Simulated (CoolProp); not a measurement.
Saturated liquid density (kg/m³) of R1233zd(E): the reference equation beside estimates from Tc = 165.7 °C, pc = 3583 kPa, ω = 0.304. Rackett uses Z = 0.29056 − 0.08775 ω.

Model: reference Helmholtz-energy equation of state, Akasaka 2022, in CoolProp.

```json
[
 {"T (°C)": "38.45", "reference": "1230", "Rackett": "1237", "Peng-Robinson": "1248"},
 {"T (°C)": "43.25", "reference": "1218", "Rackett": "1225", "Peng-Robinson": "1234"},
 {"T (°C)": "48.05", "reference": "1205", "Rackett": "1212", "Peng-Robinson": "1220"},
 {"T (°C)": "52.85", "reference": "1192", "Rackett": "1199", "Peng-Robinson": "1206"},
 {"T (°C)": "57.65", "reference": "1179", "Rackett": "1186", "Peng-Robinson": "1191"},
 {"T (°C)": "62.45", "reference": "1166", "Rackett": "1172", "Peng-Robinson": "1176"},
 {"T (°C)": "67.15", "reference": "1153", "Rackett": "1158", "Peng-Robinson": "1160"},
 {"T (°C)": "71.95", "reference": "1139", "Rackett": "1144", "Peng-Robinson": "1143"},
 {"T (°C)": "76.75", "reference": "1125", "Rackett": "1130", "Peng-Robinson": "1126"},
 {"T (°C)": "81.55", "reference": "1110", "Rackett": "1115", "Peng-Robinson": "1108"},
 {"T (°C)": "86.35", "reference": "1095", "Rackett": "___", "Peng-Robinson": "1089"},
 {"T (°C)": "91.15", "reference": "1080", "Rackett": "1084", "Peng-Robinson": "1070"},
 {"T (°C)": "95.85", "reference": "1064", "Rackett": "1068", "Peng-Robinson": "1050"},
 {"T (°C)": "100.65", "reference": "1047", "Rackett": "1051", "Peng-Robinson": "___"},
 {"T (°C)": "105.45", "reference": "___", "Rackett": "1034", "Peng-Robinson": "___"}
]
```

Problem. Some entries are withheld; supply them.

Solution. 
- 86.35, Rackett: 1099
- 100.65, Peng-Robinson: 1028
- 105.45, reference: 1030
- 105.45, Peng-Robinson: 1006

Absolute difference from the reference over all 15 rows, mean and median: Rackett 0.5 and 0.4 %, Peng-Robinson 1.0 and 1.0 %.
